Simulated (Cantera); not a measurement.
An isothermal, constant-pressure homogeneous reactor starts with H2 : O2 = 0.0073 : 1 (molar parts), equivalence ratio 0.0037, at 1400 K and 10.00 Torr.

Computed with Cantera and GRI-Mech 3.0 (53 species, 325 reactions). Radical loss at walls, strong at low pressure, is not modelled.

x: mole fraction; the columns are a selection and need not sum to one.

```tsv
t (s)	x H2	x O2	x H	x O	x H2O	x OH	x H2O2
0.000200	0.00725	0.993	5.69e-9	3.67e-8	?	3.45e-8	8.50e-12
0.000632	0.00725	0.993	1.87e-8	2.30e-7	?	2.01e-7	7.56e-11
0.00200	0.00724	0.993	4.88e-7	7.32e-6	?	6.17e-6	5.48e-10
0.00632	0.000542	0.986	0.000234	0.00551	?	0.00163	1.54e-8
0.0200	2.06e-5	0.986	0.000148	0.00633	0.00667	0.000960	6.95e-9
0.0632	1.92e-5	0.986	0.000133	0.00590	0.00670	0.000928	6.79e-9
0.200	1.58e-5	0.987	9.80e-5	0.00479	0.00677	0.000841	6.32e-9
0.632	9.29e-6	0.990	4.35e-5	0.00277	0.00691	0.000646	5.09e-9
2.00	3.08e-6	0.992	8.13e-6	0.000900	0.00708	0.000373	2.90e-9
6.32	5.97e-7	0.992	6.84e-7	0.000172	0.00719	0.000164	9.96e-10
20.0	1.00e-7	0.993	4.70e-8	2.88e-5	0.00724	6.75e-5	2.47e-10
63.2	3.17e-8	0.993	8.34e-9	9.08e-6	0.00725	3.79e-5	1.00e-10
200	2.87e-8	0.993	7.18e-9	8.22e-6	0.00726	3.61e-5	9.33e-11
```

Problem. What belongs in the gaps?

Solution. 
- 0.000200, x H2O: 8.74e-9
- 0.000632, x H2O: 1.42e-7
- 0.00200, x H2O: 7.48e-6
- 0.00632, x H2O: 0.00577
